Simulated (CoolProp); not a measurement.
Vapour-liquid equilibrium of R22 (1) + R115 (2) at 1270 kPa; x and y are mole fractions of (1).

Model: multi-fluid Helmholtz-energy mixture model, Kamei 1995 and Lemmon 2016; pair parameters Bell 2016, in CoolProp.

```tsv
x	bubble temperature (K)	y at the bubble point	dew temperature at overall composition x (K)	liquid density (mol/L)
0.05	309.3	0.085	310.3	8.062
0.2	305.1	0.267	306.5	8.658
0.35	303.1	0.395	303.7	9.307
0.5	302.4	0.510	302.4	10.05
0.65	302.6	0.631	302.7	10.92
0.8	303.5	0.773	303.7	11.90
0.95	305.0	0.939	305.1	13.02
```

y crosses x between x = 0.5 and 0.65: the model has an azeotrope there.

The pair parameters rest on a limited set of measurements; away from them the model extrapolates.
